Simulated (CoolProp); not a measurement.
Vapour-liquid equilibrium of acetone (1) + methanol (2) at 95.6 kPa; x and y are mole fractions of (1).

The numbers come from the multi-fluid Helmholtz-energy mixture model, Lemmon 2006 and de Reuck 1993; pair parameters Bell 2016 in CoolProp.

### Question
Give the bubble temperature and the first vapour's composition at x = 0.25, 0.35, 0.85. Is there an azeotrope?

### Answer
x = 0.25: 57.3 °C, y = 0.372; x = 0.35: 56.1 °C, y = 0.461; x = 0.85: 53.8 °C, y = 0.845. y crosses x between x = 0.75 and 0.85: the model has an azeotrope there.

Pair parameters are fitted to limited data, so mixtures are less certain than the pure fluids.
